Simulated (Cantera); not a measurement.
A freely propagating, adiabatic, planar premixed flame of 33.5 % H2, 14.0 % O2, 52.6 % N2, equivalence ratio 1.2, unburnt at 500 K and 500000 Pa; mixture-averaged transport, grid criteria slope 0.08 and curve 0.16, no radiation.

Detailed kinetics in Cantera: the H2/O2 subset of GRI-Mech 3.0, which has no nitrogen chemistry. The hydrogen kinetics of GRI-Mech 3.0 are dated; newer H2 mechanisms differ, most at raised pressure. Burning velocities carry a grid error of a few per cent, more on coarse grids.

x: mole fraction of selected species; z is measured from the peak of heat release.

```tsv
z (mm)	T (K)	u (m/s)	x H2	x O2	x H2O	x O	x H	x HO2
-0.161	500	5.96	0.335	0.140	<1e-8	<1e-8	<1e-8	<1e-8
-0.107	500	5.96	0.335	0.140	1.54e-8	<1e-8	<1e-8	<1e-8
-0.0804	500	5.96	0.335	0.140	2.69e-7	<1e-8	<1e-8	4.08e-8
-0.0536	501	5.96	0.334	0.140	6.07e-6	3.60e-8	<1e-8	1.18e-6
-0.0268	537	6.29	0.321	0.142	0.00131	5.64e-6	1.68e-5	0.000343
-0.0134	___	9.45	___	0.135	___	___	___	___
0	1330	14.5	0.194	0.100	0.109	0.00283	0.0192	0.000378
0.0134	1678	18.1	0.118	0.0508	0.200	0.00597	0.0369	0.000164
0.0268	1865	20.0	0.0843	0.0243	0.247	0.00658	0.0414	7.10e-5
0.0536	2043	21.7	0.0709	___	0.272	___	___	___
0.107	2204	23.2	0.0683	0.00694	0.286	0.00366	0.0245	1.51e-5
0.214	2336	24.3	0.0659	0.00409	0.298	0.00199	0.0158	7.64e-6
0.429	2431	25.1	0.0633	0.00214	0.308	0.000968	0.00991	3.47e-6
```

Question: What belongs in the gaps?

Answer: 
- -0.0134, T (K): 838
- -0.0134, x H2: 0.276
- -0.0134, x H2O: 0.0279
- -0.0134, x O: 0.000278
- -0.0134, x H: 0.00275
- -0.0134, x HO2: 0.000888
- 0.0536, x O2: 0.0112
- 0.0536, x O: 0.00560
- 0.0536, x H: 0.0351
- 0.0536, x HO2: 2.88e-5
